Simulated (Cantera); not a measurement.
An isothermal, constant-pressure homogeneous reactor starts with 1.67 % CH4, 98.1 % H2, 0.216 % CO2, at 1650 K and 10.00 Torr.

Cantera simulation using GRI-Mech 3.0 (53 species, 325 reactions); the numbers are that mechanism's predictions, not measurements. GRI-Mech 3.0 stops at C3 and has no aromatics, soot or wall deposition, so with more carbon than oxygen in the feed, carbon stays in small species such as C2H2 where larger ones or solid carbon would form. Radical loss at walls, strong at low pressure, is not modelled.

One state of this run: x CH4 = 0.0151; x H2 = 0.980; x CO2 = 0.000540; x O2 = <1e-12; x HO2 = <1e-12; x CH2CO = 2.80e-9. x: mole fraction; the columns are a selection and need not sum to one.

**Question.** Which value of t (s) does it belong to?
A) 0.136
B) 83.1
C) 0.490
D) 6.38

**Answer.** C, 0.490
